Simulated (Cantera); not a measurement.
Input: 1 mol Fe2O3, 2.1 mol CH4, 1.6 mol N2, at 1623 K and 0.000240 bar.

Method: chemical equilibrium by Gibbs-energy minimisation in Cantera with the NASA 1993 tables (ideal gas, pure condensed phases). Candidate condensed phases: C, C6H6, C7H8, C8H18, Fe, Fe(CO)5, FeO, Fe(OH)2, Fe(OH)3, Fe2O3, Fe3O4, H2O; 140 gas species. Equilibrium is a limit: real reactors are often held back by kinetics, nucleation or transport.

Base state: H2 0.430, CO 0.246, N2 0.201, H2O 0.0953, CO2 0.0176, Fe 0.00697, H 0.00293, OH 2.71e-5 (mole fractions); condensed: Fe(γ).

**Question.** What changes in the equilibrium state with this change: temperature from 1623 K to 2475 K?

**Answer.** 
| species | before | after |
|---|---|---|
| H | 0.00293 | 0.425 |
| CO | 0.246 | 0.154 |
| Fe | 0.00697 | 0.149 |
| H2 | 0.430 | 0.0858 |
| O | 1.52e-7 | 0.0364 |
| OH | 2.71e-5 | 0.0111 |
| H2O | 0.0953 | 0.0111 |
| CO2 | 0.0176 | 0.00327 |
| N2 | 0.201 | 0.120 |
| O2 | 1.53e-8 | 0.00194 |
| NO | 2.91e-7 | 0.000824 |
| Fe(γ), mol | 1.94 | 0 |

**Question.** What changes in the equilibrium state with this change: pressure from 0.000240 bar to 0.00700 bar?

**Answer.** 
```tsv
species	before	after
H2	0.430	0.435
CO	0.246	0.248
N2	0.201	0.202
Fe	0.00697	0.000239
H	0.00293	0.000545
H2O	0.0953	0.0962
CO2	0.0176	0.0177
FeO	1.00e-5	3.43e-7
OH	2.71e-5	5.04e-6
Fe(γ), mol	1.94	2.00
```
